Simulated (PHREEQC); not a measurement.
Dissolve 0.0046 mol/kgw Cu(NO3)2, 0.057 mol/kgw H2SO4 and 0.00037 mol/kgw Na2SO4 at 20 °C. Closed to the air; pH follows from the charge balance.

The numbers come from PHREEQC with the ion-association model, wateq4f.dat.

Precipitation was switched off in this run.

Q: Order these S species by the share of S that they hold, largest first: HSO4-, SO4-2, CuSO4.

A: HSO4- (70 %), SO4-2 (27 %), CuSO4 (2.5 %)

The pH is 1.22 and the ionic strength 0.0996 mol/kgw.
